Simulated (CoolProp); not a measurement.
Vapour-liquid equilibrium of propane (1) + neopentane (2) at 57.75 °C; x and y are mole fractions of (1).

Computed with CoolProp (multi-fluid Helmholtz-energy mixture model, Lemmon 2009 and Lemmon 2006; pair parameters Bell 2016).

Q: Give the bubble pressure and the first vapour's composition at x = 0.05, 0.35, 0.55. Is there an azeotrope?

A: x = 0.05: 0.4734 MPa, y = 0.115; x = 0.35: 0.7420 MPa, y = 0.590; x = 0.55: 1.016 MPa, y = 0.792. No azeotrope shows between x = 0.05 and 0.95.

The pair parameters rest on a limited set of measurements; away from them the model extrapolates.
